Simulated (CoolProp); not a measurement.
Aqueous methanol as a coolant, 48 % by mass, freezing at -51.1 °C, 1 atm.

Values from CoolProp's Melinder's fits for secondary coolants.

```
T (°C)  cp (kJ/(kg K))  conductivity (W/(m K))  density (kg/m³)  Prandtl number
------  --------------  ----------------------  ---------------  --------------
-20.8            3.256                   0.340            944.7            78.0
-16.8            3.307                   0.341            942.4            65.5
-12.8            3.355                   0.343            940.0            55.4
-8.8             3.402                   0.344            937.6            47.3
-4.8             3.446                   0.345            935.2            40.7
-0.8             3.487                   0.346            932.8            35.3
3.2              3.525                   0.347            930.3            30.8
7.3              3.561                   0.349            927.7            27.0
11.3             3.593                   0.350            925.2            23.8
15.3             3.622                   0.351            922.7            21.1
19.3             3.646                   0.353            920.1            18.8
23.3             3.667                   0.354            917.5            16.8
27.3             3.684                   0.355            914.9            15.1
31.3             3.696                   0.357            912.2            13.6
```
